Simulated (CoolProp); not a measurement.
Model: reference Helmholtz-energy equation of state, Lemmon 2006, in CoolProp. It is a short technical equation, of lower accuracy than the large ones.

### Question
Give the vapour pressure (bar), liquid density (kg/m³), vapour density (kg/m³), enthalpy of vaporisation (kJ/kg) of saturated CH3F (R41) at -48.35, -34.45, -20.55 °C.

### Answer
| T (°C) | p (bar) | liquid density (kg/m³) | vapour density (kg/m³) | enthalpy of vaporisation (kJ/kg) |
|---|---|---|---|---|
| -48.35 | 4.16 | 815 | 8.43 | 441 |
| -34.45 | 7.03 | 780 | 14.0 | 416 |
| -20.55 | 11.2 | 743 | 22.4 | 387 |
